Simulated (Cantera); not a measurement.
Feed: 1 mol SiC, 0.015 mol N2O, 5.8 mol N2, equilibrated at 1 atm.

These are equilibrium values from Cantera (NASA tables, ideal gas, pure condensed phases), not measurements of a reactor. Candidate condensed phases: C, Si, SiC, SiO2, Si2N2O, Si3N4; 34 gas species. Mutual solubility and eutectic melting of coexisting phases are not modelled. Kinetics and transport are ignored.

### Question
Which condensed phases are stable at each of these points (T (°C)): 1202, 1227, 1252, 1277, 1302, 1327, 1352, 1377, 1402, 1427, 1452, 1477, 1502?

### Answer
| T (°C) | condensed phases | Si condensed (%) |
|---|---|---|
| 1202 | C(graphite) + Si2N2O(s) + Si3N4(s) | 100.0 |
| 1227 | C(graphite) + Si2N2O(s) + Si3N4(s) | 100.0 |
| 1252 | C(graphite) + Si2N2O(s) + Si3N4(s) | 100.0 |
| 1277 | C(graphite) + Si2N2O(s) + Si3N4(s) | 100.0 |
| 1302 | C(graphite) + Si2N2O(s) + Si3N4(s) | 100.0 |
| 1327 | C(graphite) + Si2N2O(s) + Si3N4(s) | 100.0 |
| 1352 | C(graphite) + Si2N2O(s) + Si3N4(s) | 100.0 |
| 1377 | C(graphite) + Si2N2O(s) + Si3N4(s) | 100.0 |
| 1402 | C(graphite) + Si2N2O(s) + Si3N4(s) | 100.0 |
| 1427 | C(graphite) + Si2N2O(s) + Si3N4(s) | 100.0 |
| 1452 | SiC(s) + Si2N2O(s) + Si3N4(s) | 100.0 |
| 1477 | SiC(s) + Si3N4(s) | 100.0 |
| 1502 | SiC(s) + Si3N4(s) | 100.0 |

From 1202 °C to 1427 °C the condensed part is C(graphite) + Si2N2O(s) + Si3N4(s). At 1452 °C the condensed part is SiC(s) + Si2N2O(s) + Si3N4(s). From 1477 °C to 1502 °C the condensed part is SiC(s) + Si3N4(s).
